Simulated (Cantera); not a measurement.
**Counterflow diffusion flame**

A counterflow diffusion flame at 1.00 bar, nozzles 20 mm apart: fuel side 100 % CH4 at 300 K, oxidiser side 22.0 % O2, 78.0 % N2 at 425 K, fuel mass flux 0.94 times the oxidiser's; mixture-averaged transport, no radiation.

Computed with Cantera and GRI-Mech 3.0 (53 species, 325 reactions). GRI-Mech 3.0 has no aromatics or soot, which form on the fuel side of real flames. The maximum strain rate includes the flame's own expansion and is several times the mean. A flux with no burning solution from the previous one only brackets extinction.

```csv
oxidiser flux (kg/m²/s),max strain (1/s),mean strain (1/s),T max (K),peak x OH,peak x H,peak x NO,peak x CO,peak x C2H2
0.25,180,33.6,2129,0.00845,0.00427,0.000279,0.0567,0.0135
0.42,286,56.4,2107,0.00837,0.00455,0.000244,0.0554,0.0122
0.7,448,94.0,2085,0.00824,0.00482,0.000205,0.0547,0.0110
1.2,728,161,2057,0.00795,0.00504,0.000157,0.0544,0.00969
2,1170,268,2019,0.00732,0.00502,0.000105,0.0544,0.00800
3.3,1870,443,1959,0.00618,0.00456,5.26e-5,0.0548,0.00560
```
x: mole fraction; the columns are a selection and need not sum to one.

At the next flux tried, 5.6 kg/m²/s, no burning solution was found from the previous one.
